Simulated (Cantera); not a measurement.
A perfectly stirred reactor is fed with CH₄ : H₂ : O₂ : N₂ : CO₂ = 1 : 0.64 : 1.55 : 5.82 : 1.2 (molar parts), at 1.01 bar; it is adiabatic with a 300 K inlet, and is followed from long to short residence time, starting on the burning branch (τ in s: 0.14, 0.068, 0.034, 0.017, 0.0082, 0.004, 0.002, 0.00097, 0.00048, 0.00024, 0.00012, 5.7e-05).

Cantera simulation using GRI-Mech 3.0 (53 species, 325 reactions); the numbers are that mechanism's predictions, not measurements.

### Question
What does this change do: pressure from 1.01 bar to 0.660 bar?

### Answer
```
quantity                                                                      before                               after
------------------------------------------------  ----------------------------------  ----------------------------------
blow-out, bracketed by the residence times tried  burning at 4.00 ms, out at 2.00 ms  burning at 4.00 ms, out at 2.00 ms
x(CH₄) at τ = 0.140 s                                                        0.00329                             0.00243
x(H₂) at τ = 0.140 s                                                          0.0419                              0.0439
x(O₂) at τ = 0.140 s                                                         0.00106                             0.00101
x(C₂H₆) at τ = 0.140 s                                                       7.72e-6                             6.07e-6
x(NO) at τ = 0.140 s                                                         2.49e-6                             5.68e-6
x(CH₄) at τ = 2.00 ms                                                         0.0979                              0.0979
x(H₂) at τ = 2.00 ms                                                          0.0627                              0.0627
x(O₂) at τ = 2.00 ms                                                           0.152                               0.152
x(C₂H₆) at τ = 2.00 ms                                                        <1e-12                              <1e-12
x(NO) at τ = 2.00 ms                                                          <1e-12                              <1e-12
```
